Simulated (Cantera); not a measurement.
What does this Cantera script print?

```python
import numpy as np
import cantera as ct

gas_names = """
    O2 HCL CL2 Fe2CL6 O3
""".split()
cond_names = """
    FeCL2(s) FeCL2(L) Fe(OH)3(s) Fe2O3(s)
""".split()


# ... load() reads the species with a 1 bar reference pressure and builds the phases ...
species = {s.name: s for s in load("nasa_gas.yaml", gas_names) + load("nasa_condensed.yaml", cond_names)}
# Each term lists the table entries of one substance; the one whose range holds T is used.
reactions = {
    '2 FeCl2 + 3 O2(g) + 6 HCl(g) = 2 Fe(OH)3 + 5 Cl2(g)':
        [(-2, ['FeCL2(s)', 'FeCL2(L)']), (-3, ['O2']), (-6, ['HCL']), (2, ['Fe(OH)3(s)']), (5, ['CL2'])],
    'Fe2O3 + 2 Fe2Cl6(g) = 6 FeCl2 + O3(g)':
        [(-1, ['Fe2O3(s)']), (-2, ['Fe2CL6']), (6, ['FeCL2(s)', 'FeCL2(L)']), (1, ['O3'])],
}


def pick(names, T):
    return next(species[n] for n in names if species[n].thermo.min_temp <= T <= species[n].thermo.max_temp)


results = []
for label, terms in reactions.items():
    print(label)
    print("     T/K   dH/kJ  dS/(J/K)   dG/kJ   log10 K")
    for T in [600, 650, 700, 750, 800, 850, 900]:
        used = [(nu, pick(names, T)) for nu, names in terms]
        dH = sum(nu * s.thermo.h(T) for nu, s in used) / 1e6
        dS = sum(nu * s.thermo.s(T) for nu, s in used) / 1e3
        dG = dH - T * dS / 1e3
        logK = -dG * 1e6 / (ct.gas_constant * T * np.log(10))
        results.append((label, T, dH, dS, dG, logK, [s.name for _, s in used]))
        print(f"{T:8g} {dH:8.1f} {dS:8.1f} {dG:8.1f} {logK:8.2f}")
```

Result:

```
2 FeCl2 + 3 O2(g) + 6 HCl(g) = 2 Fe(OH)3 + 5 Cl2(g)
     T/K   dH/kJ  dS/(J/K)   dG/kJ   log10 K
     600   -429.0   -653.8    -36.7     3.20
     650   -427.7   -651.7     -4.1     0.33
     700   -426.2   -649.4     28.4    -2.12
     750   -424.4   -647.0     60.8    -4.24
     800   -422.5   -644.5     93.1    -6.08
     850   -420.4   -642.0    125.3    -7.70
     900   -418.2   -639.5    157.3    -9.13
Fe2O3 + 2 Fe2Cl6(g) = 6 FeCl2 + O3(g)
     T/K   dH/kJ  dS/(J/K)   dG/kJ   log10 K
     600    238.8   -182.2    348.2   -30.31
     650    241.2   -178.4    357.2   -28.70
     700    243.5   -175.0    366.0   -27.31
     750    245.7   -171.9    374.7   -26.09
     800    247.9   -169.1    383.2   -25.02
     850    250.0   -166.6    391.6   -24.06
     900    252.2   -164.1    399.9   -23.21
```

Source: NASA polynomial tables (part measured, part estimated), evaluated in Cantera. Condensed species are held in their standard states even where they would react or evaporate.
